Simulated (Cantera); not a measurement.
Feed: 1 mol CH3Cl, 1.7 mol Si, 6.4 mol H2, held at 3.80 mbar.

Method: chemical equilibrium by Gibbs-energy minimisation in Cantera with the NASA 1993 tables (ideal gas, pure condensed phases). Candidate condensed phases: C, C6H6, C7H8, C8H18, Si, SiC; 109 gas species. Mutual solubility and eutectic melting of coexisting phases are not modelled. Gases not in the tables: Si2H6 and higher silanes. Kinetics and transport are ignored.

Question: What share of the Si ends up in condensed phases as a function of T (K), at 1523, 1573, 1623, 1673, 1723, 1773, 1823, 1873, 1923, 1973, 2023, 2073, 2123, 2173?

Answer: 
```tsv
T (K)	Si condensed (%)	as
1523	89.5	Si(s) + SiC(s)
1573	89.3	Si(s) + SiC(s)
1623	89.1	Si(s) + SiC(s)
1673	88.9	Si(s) + SiC(s)
1723	89.0	Si(l) + SiC(s)
1773	89.2	Si(l) + SiC(s)
1823	89.1	Si(l) + SiC(s)
1873	88.8	Si(l) + SiC(s)
1923	87.8	Si(l) + SiC(s)
1973	85.7	Si(l) + SiC(s)
2023	81.8	Si(l) + SiC(s)
2073	74.8	Si(l) + SiC(s)
2123	62.6	Si(l) + SiC(s)
2173	57.1	SiC(s)
```
